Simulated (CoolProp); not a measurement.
Vapour-liquid equilibrium of R125 (1) + R143a (2) at -48.85 °C; x and y are mole fractions of (1).

Model: multi-fluid Helmholtz-energy mixture model, Lemmon 2005 and Lemmon and Jacobsen 2000; pair parameters Lemmon 2004, in CoolProp.

| x | bubble pressure, mixture model (MPa) | bubble pressure, Raoult's law (MPa) | y, mixture model | y, Raoult's law |
|---|---|---|---|---|
| 0.05 | 0.09328 | 0.09401 | 0.045 | 0.052 |
| 0.2 | 0.09203 | 0.09458 | 0.190 | 0.206 |
| 0.35 | 0.09146 | 0.09514 | 0.347 | 0.359 |
| 0.5 | 0.09164 | 0.09571 | 0.509 | 0.510 |
| 0.65 | 0.09259 | 0.09627 | 0.669 | 0.659 |
| 0.8 | 0.09430 | 0.09684 | 0.821 | 0.806 |
| 0.95 | 0.09667 | 0.09741 | 0.958 | 0.952 |

The largest gap from Raoult's law is -4.3 % in bubble pressure, at x = 0.5. y crosses x between x = 0.35 and 0.5: the model has an azeotrope there.

The pair parameters rest on a limited set of measurements; away from them the model extrapolates.
